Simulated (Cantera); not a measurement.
Input (Python, Cantera):

```python
import numpy as np
import cantera as ct

gas = ct.Solution("gri30.yaml")
gas.TPX = 650, 330000, {'CH3OH': 1, 'O2': 1.7, 'N2': 9.1, 'H2O': 0.81}
inlet = ct.Reservoir(gas, clone=True)
gas.equilibrate("HP")  # start burning
reactor = ct.IdealGasConstPressureReactor(gas, energy="on", clone=False)
exhaust = ct.Reservoir(gas, clone=True)
tau = [0.037, 0.02, 0.011, 0.006, 0.0033, 0.0018, 0.00097, 0.00053, 0.00029, 0.00016, 8.6e-05][0]
for a, b in ((inlet, reactor), (reactor, exhaust)):
    ct.MassFlowController(a, b, mdot=lambda t: reactor.mass / tau)
net = ct.ReactorNet([reactor])
show = ['CH3OH', 'O2', 'H2O', 'NO', 'H']

rows = []
print(f"{'tau/s':>10s}{'T/K':>9s}" + "".join(f"{s:>11s}" for s in show))
for tau in [0.037, 0.02, 0.011, 0.006, 0.0033, 0.0018, 0.00097, 0.00053, 0.00029, 0.00016, 8.6e-05]:
    net.initial_time = 0.0
    net.advance(30 * tau)
    before = gas.X
    net.advance(40 * tau)
    drift = np.max(np.abs(gas.X - before) / (gas.X + 1e-9))
    rows.append([gas.T, *gas[show].X, drift])
    print(f"{tau:10.3e}{gas.T:9.1f}" + "".join(f"{x:11.3e}" for x in gas[show].X))
```

It prints:

```
     tau/s      T/K      CH3OH         O2        H2O         NO          H
 3.700e-02   1981.7  2.281e-06  1.564e-02  2.126e-01  7.231e-05  4.908e-05
 2.000e-02   1976.3  3.613e-06  1.588e-02  2.122e-01  5.570e-05  7.605e-05
 1.100e-02   1969.0  5.535e-06  1.623e-02  2.116e-01  4.472e-05  1.201e-04
 6.000e-03   1958.9  8.403e-06  1.671e-02  2.108e-01  3.634e-05  1.932e-04
 3.300e-03   1945.6  1.256e-05  1.737e-02  2.098e-01  2.969e-05  3.082e-04
 1.800e-03   1928.1  1.877e-05  1.825e-02  2.085e-01  2.426e-05  4.886e-04
 9.700e-04   1905.5  2.834e-05  1.942e-02  2.069e-01  2.000e-05  7.631e-04
 5.300e-04   1877.8  4.290e-05  2.088e-02  2.050e-01  1.688e-05  1.140e-03
 2.900e-04   1844.1  6.660e-05  2.275e-02  2.029e-01  1.433e-05  1.624e-03
 1.600e-04   1803.1  1.080e-04  2.520e-02  2.007e-01  1.168e-05  2.155e-03
 8.600e-05   1746.9  2.000e-04  2.906e-02  1.982e-01  7.999e-06  2.570e-03
```

Model: GRI-Mech 3.0 (53 species, 325 reactions), integrated in Cantera. GRI-Mech 3.0 was tuned for natural gas; its chemistry of methanol as a main component is partial and can be far from experiment.
